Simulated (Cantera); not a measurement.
Charge: 1 mol Fe3O4, 7.6 mol CO, 1.4 mol N2, equilibrated at 0.270 bar.

Cantera equilibrium calculation (NASA polynomials, part measured and part estimated; ideal gas, pure solids and liquids). Candidate condensed phases: C, Fe, Fe(CO)5, FeO, Fe2O3, Fe3O4; 27 gas species. The tables' stoichiometric FeO is somewhat more stable than real wüstite, so its field is too wide. FeO: taken at fixed stoichiometry. The numbers say what is thermodynamically allowed, not how fast it happens.

x: gas mole fraction; n: condensed amount in mol.

```
T (K)   x CO   x N2  x CO2     x Fe     x FeO         x O  n FeO(l)
-----  -----  -----  -----  -------  --------  ----------  --------
2048   0.731  0.155  0.112  0.00147   2.41e-5  (withheld)      2.99
2098   0.729  0.155  0.113  0.00239   4.56e-5  (withheld)      2.98
2148   0.727  0.155  0.114  0.00375   8.36e-5  (withheld)      2.97
2198   0.723  0.155  0.116  0.00573  0.000149  (withheld)      2.95
2248   0.718  0.154  0.119  0.00850  0.000258  (withheld)      2.92
2298   0.712  0.154  0.122   0.0123  0.000435  (withheld)      2.88
2348   0.703  0.153  0.126   0.0172  0.000717  (withheld)      2.84
2398   0.692  0.152  0.131   0.0234   0.00116  (withheld)      2.77
2448   0.678  0.150  0.138   0.0311   0.00182  (withheld)      2.69
2498   0.662  0.149  0.145   0.0403   0.00282  (withheld)      2.59
2548   0.643  0.146  0.154   0.0511   0.00429  (withheld)      2.47
```

Fill in the missing entries.


- 2048, x O: 1.07e-6
- 2098, x O: 2.27e-6
- 2148, x O: 4.69e-6
- 2198, x O: 9.44e-6
- 2248, x O: 1.85e-5
- 2298, x O: 3.57e-5
- 2348, x O: 6.77e-5
- 2398, x O: 0.000127
- 2448, x O: 0.000234
- 2498, x O: 0.000426
- 2548, x O: 0.000766
